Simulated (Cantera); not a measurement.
A closed system holds: 1 mol C3H8, 0.14 mol O2, 2.3 mol H2, a varied amount of NH3, equilibrated at 700 K and 95.0 bar.

Method: chemical equilibrium by Gibbs-energy minimisation in Cantera with the NASA 1993 tables (ideal gas, pure condensed phases). Candidate condensed phases: C, C6H6, C7H8, C8H18, H2O; 136 gas species. The ideal-gas law is rough above about 30 bar. Equilibrium is a limit: real reactors are often held back by kinetics, nucleation or transport.

Problem. Which condensed phases are stable at each of these points (n(NH3) (mol)): 0.016, 0.02, 0.024, 0.029, 0.036, 0.044, 0.053, 0.065, 0.08, 0.097, 0.12?

Solution. 
```tsv
n(NH3) (mol)	condensed phases	C condensed (%)
0.016	C(graphite)	0.8
0.02	C(graphite)	0.7
0.024	C(graphite)	0.6
0.029	C(graphite)	0.5
0.036	C(graphite)	0.3
0.044	C(graphite)	0.2
0.053	gas only	0.0
0.065	gas only	0.0
0.08	gas only	0.0
0.097	gas only	0.0
0.12	gas only	0.0
```

From 0.016 mol NH3 to 0.044 mol NH3 the condensed part is C(graphite). From 0.053 mol NH3 to 0.12 mol NH3 nothing is condensed.
